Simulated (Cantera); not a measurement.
What does this Cantera script print?

```python
import numpy as np
import cantera as ct

gas = ct.Solution("gri30.yaml")
gas.TPX = 900, 1333, {'H2': 0.16, 'O2': 1}
reactor = ct.IdealGasConstPressureReactor(gas, energy="off", clone=False)
net = ct.ReactorNet([reactor])
net.rtol, net.atol = 1e-08, 1e-18
show = ['H2', 'O2', 'OH', 'HO2', 'H2O', 'O', 'H']
times = np.geomspace(2e-05, 2, 15)

steps = ct.SolutionArray(gas, extra=["t"])
rows = []
print(f"{'t/s':>10s}{'T/K':>9s}{'P/Pa':>11s}" + "".join(f"{s:>11s}" for s in show))
for t in times:
    while net.time < t:
        t_next = net.step()
        steps.append(gas.state, t=t_next)
    rows.append([np.interp(t, steps.t, y) for y in (steps.T, steps.P, *steps(*show).X.T)])
    print(f"{t:10.3e}{rows[-1][0]:9.1f}{rows[-1][1]:11.4g}" + "".join(f"{x:11.3e}" for x in rows[-1][2:]))
rate = np.gradient(steps.T, steps.t)
print("integrator steps:", len(steps.t))
if steps.T.max() > steps.T[0] + 200:
    print(f"time of steepest temperature rise: {steps.t[rate.argmax()]:.4e} s")
gas.TPX = 900, 1333, {'H2': 0.16, 'O2': 1}
gas.equilibrate("TP")
print(f"equilibrium (TP): T = {gas.T:.1f} K  " + "  ".join(f"{s} {gas[s].X[0]:.3e}" for s in show))
```

Result:

```
       t/s      T/K       P/Pa         H2         O2         OH        HO2        H2O          O          H
 2.000e-05    900.0       1333  1.379e-01  8.621e-01  2.955e-14  1.102e-12  4.655e-15  3.298e-14  1.070e-12
 4.552e-05    900.0       1333  1.379e-01  8.621e-01  1.294e-13  2.511e-12  4.800e-14  1.635e-13  2.380e-12
 1.036e-04    900.0       1333  1.379e-01  8.621e-01  4.958e-13  5.736e-12  4.426e-13  7.856e-13  5.317e-12
 2.358e-04    900.0       1333  1.379e-01  8.621e-01  1.704e-12  1.317e-11  3.607e-12  3.673e-12  1.270e-11
 5.365e-04    900.0       1333  1.379e-01  8.621e-01  6.620e-12  3.072e-11  2.975e-11  1.840e-11  3.965e-11
 1.221e-03    900.0       1333  1.379e-01  8.621e-01  5.030e-11  8.000e-11  3.749e-10  1.552e-10  2.740e-10
 2.779e-03    900.0       1333  1.379e-01  8.621e-01  2.872e-09  9.710e-10  2.507e-08  9.003e-09  1.540e-08
 6.325e-03    900.0       1333  1.376e-01  8.619e-01  2.589e-05  4.697e-06  2.266e-04  7.958e-05  1.370e-04
 1.439e-02    900.0       1333  7.458e-03  8.364e-01  2.407e-03  1.818e-05  1.282e-01  9.288e-03  1.624e-02
 3.276e-02    900.0       1333  9.542e-04  8.507e-01  4.036e-04  1.099e-05  1.467e-01  9.868e-04  2.838e-04
 7.455e-02    900.0       1333  2.338e-04  8.517e-01  1.255e-04  4.396e-06  1.478e-01  1.639e-04  1.508e-05
 1.697e-01    900.0       1333  6.544e-05  8.518e-01  5.762e-05  1.663e-06  1.480e-01  3.745e-05  1.614e-06
 3.861e-01    900.0       1333  1.631e-05  8.518e-01  2.947e-05  5.501e-07  1.481e-01  9.261e-06  2.040e-07
 8.788e-01    900.0       1333  3.311e-06  8.518e-01  1.533e-05  1.589e-07  1.481e-01  2.329e-06  2.607e-08
 2.000e+00    900.0       1333  5.333e-07  8.518e-01  8.089e-06  4.453e-08  1.481e-01  6.232e-07  3.539e-09
integrator steps: 1372
equilibrium (TP): T = 900.0 K  H2 4.476e-12  O2 8.519e-01  OH 6.690e-08  HO2 1.862e-10  H2O 1.481e-01  O 4.332e-11  H 2.156e-15
```

Computed with Cantera and GRI-Mech 3.0 (53 species, 325 reactions). Radical loss at walls, strong at low pressure, is not modelled. Below about 950 K walls govern HO2 and H2O2 in real vessels. The temperature is held fixed by assumption; the heat of reaction is taken as removed at once.
